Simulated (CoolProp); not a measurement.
A single-stage vapour-compression cycle with the fluid: evaporating at 288.15 K (dew point), condensing at 319.15 K (bubble point), superheat 2 K, subcooling 2 K, compressor efficiency 0.6, no pressure losses. The same conditions are run with several fluids, on thermodynamics alone (safety and materials aside).

Model: reference Helmholtz-energy equation of state of each fluid (R21: Platzer 1990; chloromethane (R40): Thol 2014; R152A: Outcalt 1996; propyne: Polt 1992; isobutene: Lemmon 2005; R123: Younglove 1994), in CoolProp. The equations of Platzer and Polt are older, rougher fits.

### Question
Rank R21, chloromethane (R40), R152A, propyne, isobutene, R123 by cooling COP, highest first.

### Answer
R21 (5.10), R123 (5.05), propyne (5.00), chloromethane (R40) (4.97), isobutene (4.93), R152A (4.87)

| fluid | pressure ratio | discharge temperature (K) | refrigerating effect (kJ/kg) | volumetric capacity (kJ/m³) |
|---|---|---|---|---|
| R21 | 2.76 | 358.8 | 206 | 1170 |
| chloromethane (R40) | 2.39 | 372.7 | 340 | 3330 |
| R152A | 2.43 | 344.1 | 240 | 3250 |
| propyne | 2.38 | 347.8 | 413 | 3250 |
| isobutene | 2.47 | 332.6 | 303 | 1690 |
| R123 | 3.02 | 335.1 | 147 | 597 |
